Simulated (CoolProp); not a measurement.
Methane along the isotherm -136.95 °C: Z from the reference equation and from simpler models built on Tc = -82.6 °C, pc = 4.599 MPa, ω = 0.011; each cubic takes its own stable root.

Model: reference Helmholtz-energy equation of state, Setzmann 1991, in CoolProp.

```json
[
 {"p (MPa)": "0.00727", "phase": "gas", "reference": "0.9986", "Redlich-Kwong": "0.9986", "Soave-Redlich-Kwong": "0.9987"},
 {"p (MPa)": "0.0165", "phase": "gas", "reference": "0.9968", "Redlich-Kwong": "0.9969", "Soave-Redlich-Kwong": "0.9969"},
 {"p (MPa)": "0.0377", "phase": "gas", "reference": "0.9928", "Redlich-Kwong": "0.9928", "Soave-Redlich-Kwong": "0.9930"},
 {"p (MPa)": "0.0857", "phase": "gas", "reference": "0.9834", "Redlich-Kwong": "0.9836", "Soave-Redlich-Kwong": "0.9840"},
 {"p (MPa)": "0.195", "phase": "gas", "reference": "0.9613", "Redlich-Kwong": "0.9620", "Soave-Redlich-Kwong": "0.9629"},
 {"p (MPa)": "0.444", "phase": "gas", "reference": "0.9065", "Redlich-Kwong": "0.9093", "Soave-Redlich-Kwong": "0.9115"},
 {"p (MPa)": "1.01", "phase": "liquid", "reference": "…", "Redlich-Kwong": "0.03761", "Soave-Redlich-Kwong": "…"},
 {"p (MPa)": "2.3", "phase": "liquid", "reference": "…", "Redlich-Kwong": "…", "Soave-Redlich-Kwong": "0.08589"}
]
```

Fill in the missing entries.


- 1.01, reference: 0.03723
- 1.01, Soave-Redlich-Kwong: 0.03802
- 2.3, reference: 0.08433
- 2.3, Redlich-Kwong: 0.08503
